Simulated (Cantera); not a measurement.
An adiabatic, constant-volume homogeneous reactor starts with 22.2 % CH₃OH, 16.4 % O₂, 61.4 % N₂, at 1175 K and 170000 Pa.

Model: GRI-Mech 3.0 (53 species, 325 reactions), integrated in Cantera. GRI-Mech 3.0 was tuned for natural gas; its chemistry of methanol as a main component is partial and can be far from experiment.

Task: Predict: time of steepest temperature rise; temperature at 1.00 s; equilibrium temperature; x(O₂) at 1.00 s; x(HO₂) at 1.00 s; x(H) at 1.00 s; x(OH) at 1.00 s.

Result: 
```json
{
 "time_of_steepest_temperature_rise": "7.66 ms",
 "temperature at 1.00 s": "2645 K",
 "equilibrium_temperature": "2645 K",
 "x(O₂) at 1.00 s": "8.11e-5 (gas-phase equilibrium 8.11e-5)",
 "x(HO₂) at 1.00 s": "1.23e-7 (gas-phase equilibrium 1.23e-7)",
 "x(H) at 1.00 s": "0.00739 (gas-phase equilibrium 0.00739)",
 "x(OH) at 1.00 s": "0.00307 (gas-phase equilibrium 0.00307)"
}
```
